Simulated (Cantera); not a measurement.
A perfectly stirred reactor is fed with CH4 : N2 = 1 : 1.2 (molar parts), at 0.0267 bar; it is held at 1050 K, and followed from long to short residence time.

Computed with Cantera and GRI-Mech 3.0 (53 species, 325 reactions). GRI-Mech 3.0 stops at C3 and has no aromatics, soot or wall deposition, so with more carbon than oxygen in the feed, carbon stays in small species such as C2H2 where larger ones or solid carbon would form. Radical loss at walls, strong at low pressure, is not modelled.

Task: What does this change do: temperature 1050 to 1873 K?

Result: 
```csv
quantity,before,after
x(CH4) at τ = 2.80 s,0.455,0.00796
x(H) at τ = 2.80 s,<1e-12,0.00192
x(CH2) at τ = 2.80 s,<1e-12,2.97e-6
x(C2H6) at τ = 2.80 s,4.54e-9,6.99e-7
x(HCN) at τ = 2.80 s,<1e-12,0.000174
x(CH4) at τ = 36.0 ms,0.455,0.115
x(H) at τ = 36.0 ms,<1e-12,0.000817
x(CH2) at τ = 36.0 ms,<1e-12,8.61e-6
x(C2H6) at τ = 36.0 ms,<1e-12,5.88e-5
x(HCN) at τ = 36.0 ms,<1e-12,2.75e-6
```
